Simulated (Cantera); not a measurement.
Charge: 1 mol TiC, 0.093 mol H2, held at 2375 K and 0.290 bar.

These are equilibrium values from Cantera (NASA tables, ideal gas, pure condensed phases), not measurements of a reactor. Candidate condensed phases: C, C6H6, C7H8, C8H18, Ti, TiC; 77 gas species. TiC: taken at fixed stoichiometry. Rates play no part.

Base state: H2 0.974, H 0.0258, Ti 2.67e-5, C2H2 (acetylene) 1.16e-5 (mole fractions); condensed: TiC(s).

Q: What changes in the equilibrium state with this change: pressure from 0.290 bar to 3.40 mbar?

A: 
```
species            before     after
----------------  -------  --------
H2                  0.974     0.785
H                  0.0258     0.214
Ti                2.67e-5  0.000462
C2H2 (acetylene)  1.16e-5  0.000226
TiC(s), mol         1.000     1.000
```

Q: What changes in the equilibrium state with this change: TiC replaced by SiC?

A: 
| species | before | after |
|---|---|---|
| H2 | 0.974 | 0.970 |
| H | 0.0258 | 0.0258 |
| Si | 0 | 0.00219 |
| C2H2 (acetylene) | 1.16e-5 | 0.00145 |
| Ti | 2.67e-5 | 0 |
| SiH | 0 | 0.000374 |
| Si2C | 0 | 0.000223 |
| SiH2 | 0 | 0.000221 |
| TiC(s), mol | 1.000 | 0 |
| SiC(s), mol | 0 | 1.000 |
Gases not in the tables: Si2H6 and higher silanes. Further candidate phases: Si, SiC.
